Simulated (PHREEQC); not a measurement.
Solution (58 °C): 28 mmol/kgw Na2SeO3 and 30 mmol/kgw NaHCO3. Closed to the air; pH follows from the charge balance.

All values are PHREEQC results (ion-association model, wateq4f.dat), not measurements.

Precipitation was switched off in this run.

Q: Order these Na species by the share of Na that they hold, largest first: NaHCO3, Na+, NaCO3-.

A: Na+ (94 %), NaCO3- (5.0 %), NaHCO3 (0.71 %)

Q: Order these C species by the share of C that they hold, largest first: CO2, NaCO3-, HCO3-, CO3-2, NaHCO3.

A: HCO3- (77 %), NaCO3- (14 %), CO3-2 (6.0 %), NaHCO3 (2.0 %), CO2 (0.22 %)

The pH is 8.71 and the ionic strength 0.105 mol/kgw. Complexes and solids missing from the database can't appear. Away from 25 °C the constants follow the database's enthalpies or fits; those with neither stay at their 25 °C values.
